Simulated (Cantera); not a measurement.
Feed: 1 mol Si2H6, 4.9 mol O2, 75 mol H2, held at 300 Pa.

These are equilibrium values from Cantera (NASA tables, ideal gas, pure condensed phases), not measurements of a reactor. Candidate condensed phases: H2O, Si, SiO2; 18 gas species. The feed counts by its element totals alone. The numbers say what is thermodynamically allowed, not how fast it happens. All values below are at 1098 K.

Base state: H2 0.926, H2O 0.0744 (mole fractions); condensed: SiO2(β-quartz).

Question: What changes in the equilibrium state with this change: Si2H6 replaced by SiH4?

Answer: 
| species | before | after |
|---|---|---|
| H2 | 0.926 | 0.899 |
| H2O | 0.0744 | 0.101 |
| SiO2(β-quartz), mol | 2.00 | 1.00 |
